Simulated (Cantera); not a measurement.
Input (Python, Cantera) and output of one run.

```python
import numpy as np
import cantera as ct

gas_names = [...]  # 110 gases of nasa_gas.yaml made of C, H, O
cond_names = """
    C(gr) C6H6(L) C7H8(L) C8H18(L),n-octa H2O(s) H2O(L)
""".split()


# ... load() reads the species with a 1 bar reference pressure and builds the phases ...
atoms = {
    'CO2': {'C': 1, 'O': 2},
    'H2O': {'H': 2, 'O': 1},
}
top_T = {'C(gr)': 4500}  # K; cautious upper limits of use, not melting points


# ... equilibrate(T, P, feed) seeds the gas with the atoms and calls Mixture.equilibrate('TP', solver="vcs", rtol=1e-11, max_steps=5000) ...
results = []
feed = {'CO2': 1, 'H2O': 0.25}  # mol
T = 3073  # K
for P in [10, 52, 280, 1400, 7600, 40000, 210000, 1100000, 5700000, 30000000]:
    mix = equilibrate(T, P, feed)
    results.append((T, P, feed, dict(zip(mix.species_names, mix.species_moles))))

top = {s: max(r[3][s] / sum(r[3][g] for g in gas_names) for r in results) for s in gas_names}
cols = sorted((s for s in top if top[s] > 0.001), key=lambda s: -top[s])[:9]
seen = [c for c in cond_names if any(r[3].get(c, 0) > 1e-12 for r in results)]
print("log10 of partial pressures in bar; condensed amounts in mol")
print(f"{'P/Pa':>10s}" + "".join(f"{s[:9]:>10s}" for s in cols + seen))
for T, P, feed, n in results:
    ng = sum(n[g] for g in gas_names)
    print(f"{P:10.4g}" + "".join(f"{np.log10(max(n[s] / ng * P / 1e5, 1e-99)):10.3f}" for s in cols)
          + "".join(f"{n.get(c, 0):10.4g}" for c in seen))
```

Output:

```
log10 of partial pressures in bar; condensed amounts in mol
      P/Pa       CO2         O        CO         H       H2O        O2        OH        H2
        10    -7.577    -4.344    -4.439    -4.741   -10.329    -7.009    -7.456    -8.069
        52    -6.150    -3.635    -3.721    -4.027    -8.192    -5.591    -6.033    -6.641
       280    -4.714    -2.938    -2.983    -3.308    -6.057    -4.196    -4.617    -5.204
      1400    -3.407    -2.348    -2.265    -2.670    -4.191    -3.016    -3.389    -3.927
      7600    -2.161    -1.850    -1.517    -2.145    -2.644    -2.021    -2.366    -2.878
     4e+04    -1.085    -1.459    -0.832    -1.782    -1.525    -1.238    -1.611    -2.151
   2.1e+05    -0.132    -1.127    -0.211    -1.491    -0.613    -0.575    -0.989    -1.570
   1.1e+06     0.732    -0.832     0.359    -1.228     0.208     0.015    -0.431    -1.044
   5.7e+06     1.534    -0.562     0.890    -0.978     0.979     0.556     0.090    -0.543
     3e+07     2.308    -0.302     1.404    -0.731     1.733     1.076     0.596    -0.049
```

Equilibrium computed with Cantera from the NASA thermochemical tables; the gas is ideal and each condensed phase is pure. The ideal-gas law is rough above about 30 bar. The tables' values for COOH are old estimates; treat these amounts as uncertain.
